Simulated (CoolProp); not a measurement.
Properties of R22 along the isobar 0.791 MPa.

Computed with CoolProp (reference Helmholtz-energy equation of state, Kamei 1995).

| T (°C) | phase | isothermal compressibility (1/MPa) | expansivity (1/kK) |
|---|---|---|---|
| -75.85 | liquid | 0.001033 | 1.783 |
| -38.05 | liquid | 0.001676 | 2.088 |
| -0.15 | liquid | 0.003083 | 2.681 |
| 37.65 | gas | 1.434 | 4.731 |
| 75.45 | gas | 1.365 | 3.660 |
| 113.35 | gas | 1.330 | 3.061 |
| 151.15 | gas | 1.310 | 2.665 |
| 189.05 | gas | 1.297 | 2.374 |
| 226.85 | gas | 1.288 | 2.150 |
